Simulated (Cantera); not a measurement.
Cantera run:

```python
import numpy as np
import cantera as ct

gas_names = [...]  # 95 gases of nasa_gas.yaml made of C, F, H
cond_names = """
    C(gr) C6H6(L) C7H8(L) C8H18(L),n-octa
""".split()


# ... load() reads the species with a 1 bar reference pressure and builds the phases ...
atoms = {
    'c-C4F8': {'C': 4, 'F': 8},
    'F2': {'F': 2},
    'H2': {'H': 2},
}
top_T = {'C(gr)': 4500}  # K; cautious upper limits of use, not melting points


# ... equilibrate(T, P, feed) seeds the gas with the atoms and calls Mixture.equilibrate('TP', solver="vcs", rtol=1e-11, max_steps=5000) ...
results = []
feed = {'c-C4F8': 1, 'F2': 0.63, 'H2': 0.18}  # mol
T = 3325  # K
P = 133.322  # Pa
mix = equilibrate(T, P, feed)
results.append((T, P, feed, dict(zip(mix.species_names, mix.species_moles))))
print(gas.report(threshold=0.001))
for i in range(1, mix.n_phases):
    print(f"{mix.phase(i).name:16s} {mix.phase_moles(i):12.5e} mol")
```

Result:

```
       temperature   3325 K
          pressure   133.32 Pa
           density   9.1954e-05 kg/m^3
  mean mol. weight   19.068 kg/kmol
   phase of matter   gas

                          1 kg             1 kmol
                     ---------------   ---------------
          enthalpy        1.5055e+07        2.8707e+08  J
   internal energy        1.3605e+07        2.5942e+08  J
           entropy             14907        2.8423e+05  J/K
    Gibbs function       -3.4509e+07       -6.5801e+08  J
 heat capacity c_p            1257.6             23979  J/K
 heat capacity c_v            821.53             15665  J/K

                      mass frac. Y      mole frac. X     chem. pot. / RT
                     ---------------   ---------------   ---------------
                 C          0.079246            0.1258           -5.5468
                CF          0.052092          0.032031           -32.604
                C2          0.029846           0.02369           -11.094
                C3          0.084284            0.0446            -16.64
                 F           0.74022           0.74291           -27.057
                 H        0.00099675          0.018855           -20.256
                HF          0.012282          0.011706           -47.314
     [  +88 minor]         0.0010391        0.00040194

C(gr)             0.00000e+00 mol
```

Equilibrium computed with Cantera from the NASA thermochemical tables; the gas is ideal and each condensed phase is pure. The feed counts by its element totals alone.
